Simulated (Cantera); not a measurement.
A closed system holds: 1 mol N2O, 0.19 mol H2, held at 3102 °C and 1130 Torr.

Cantera equilibrium calculation (NASA polynomials, part measured and part estimated; ideal gas, pure solids and liquids). Candidate condensed phases: H2O; 24 gas species. Kinetics and transport are ignored.

Base state: N2 0.535, O2 0.148, O 0.112, OH 0.0594, NO 0.0494, H2O 0.0435, H 0.0406, H2 0.0127 (mole fractions); condensed: gas only.

Task: What changes in the equilibrium state with this change: temperature from 3102 °C to 677 °C?

Result: 
| species | before | after |
|---|---|---|
| N2 | 0.535 | 0.627 |
| O2 | 0.148 | 0.254 |
| H2O | 0.0435 | 0.119 |
| O | 0.112 | <1e-9 |
| H | 0.0406 | <1e-9 |
| H2 | 0.0127 | <1e-9 |
| OH | 0.0594 | 4.25e-8 |
| NO | 0.0494 | 1.72e-5 |
| N | 7.15e-5 | <1e-9 |
| HO2 | 4.37e-5 | <1e-9 |
| NO2 | 2.34e-5 | 1.81e-6 |

Task: What changes in the equilibrium state with this change: N2O replaced by H2O?

Result: 
```
species   before    after
-------  -------  -------
H2O       0.0435    0.385
H2        0.0127    0.227
H         0.0406    0.171
N2         0.535        0
NO        0.0494        0
O2         0.148   0.0365
OH        0.0594    0.125
O          0.112   0.0555
N        7.15e-5        0
NO2      2.34e-5        0
HO2      4.37e-5  4.56e-5
```
